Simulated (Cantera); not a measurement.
An isothermal plug-flow reactor at 875 K and 1.00 bar (inlet), inlet velocity 3.7 m/s, active area per volume 150 1/m; feed H₂ : O₂ : N₂ = 0.015 : 0.019 : 0.79 (molar parts).

Model: Deutschmann's 1995 Pt surface mechanism with GRI-Mech 3.0 gas chemistry, integrated in Cantera. Catalytic surfaces can have several steady states; this one follows from the mechanism file's or the stated starting coverage. Mass transfer to the wall is taken as infinitely fast.

x: gas mole fraction; θ: surface coverage.

```tsv
z (m)	x H₂	x O₂	x H₂O	θ free Pt	θ H*	θ O*	θ OH*
0.00037	0.0126	0.0203	0.00565	0.993	(withheld)	1.31e-5	2.89e-5
0.00071	0.00810	0.0181	0.0102	0.905	(withheld)	0.0908	0.00372
0.0014	0.00411	0.0161	0.0142	0.516	(withheld)	0.479	0.00481
0.0026	0.00211	0.0151	0.0162	0.296	(withheld)	0.700	0.00444
0.0051	0.000906	0.0145	0.0175	0.195	(withheld)	0.801	0.00392
0.0098	0.000274	0.0142	0.0181	0.162	(withheld)	0.834	0.00367
0.019	3.41e-5	0.0141	0.0183	0.152	1.21e-7	0.844	0.00359
0.037	6.43e-7	0.0141	0.0184	0.151	1.19e-7	0.846	0.00358
```

Q: What belongs in the gaps?

A: 
- 0.00037, θ H*: 0.00705
- 0.00071, θ H*: 8.25e-6
- 0.0014, θ H*: 1.04e-6
- 0.0026, θ H*: 3.66e-7
- 0.0051, θ H*: 1.83e-7
- 0.0098, θ H*: 1.34e-7
